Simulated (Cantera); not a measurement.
Input: 1 mol SF6, 4.9 mol H2, at 2973.15 K and 1330 Pa.

Equilibrium computed with Cantera from the NASA thermochemical tables; the gas is ideal and each condensed phase is pure. Candidate condensed phases: S; 24 gas species. Kinetics and transport are ignored.

Base state: HF 0.557, H 0.281, S 0.0890, H2 0.0497, F 0.0185, SH 0.00297, S2 0.00194, SF 3.69e-5 (mole fractions); condensed: gas only.

Task: What changes in the equilibrium state with this change: SF6 replaced by HBr?

Result: 
```
species   before    after
-------  -------  -------
H          0.281    0.637
H2        0.0497    0.256
Br             0    0.100
HF         0.557        0
S         0.0890        0
F         0.0185        0
HBr            0  0.00671
SH       0.00297        0
```
Further candidate phases: Br2.
